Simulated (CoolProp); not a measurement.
Vapour-liquid equilibrium of CH2F2 (R32) (1) + R134a (2) at 689 kPa; x and y are mole fractions of (1).

Values from CoolProp's multi-fluid Helmholtz-energy mixture model, Tillner-Roth 1997 and Tillner-Roth 1994; pair parameters Lemmon 2004.

Question: Give the bubble temperature and the first vapour's composition at x = 0.35, 0.65, 0.875. Is there an azeotrope?

Answer: x = 0.35: 285.1 K, y = 0.550; x = 0.65: 276.2 K, y = 0.810; x = 0.875: 270.8 K, y = 0.942. No azeotrope shows between x = 0.05 and 0.95.

Pair parameters are fitted to limited data, so mixtures are less certain than the pure fluids.
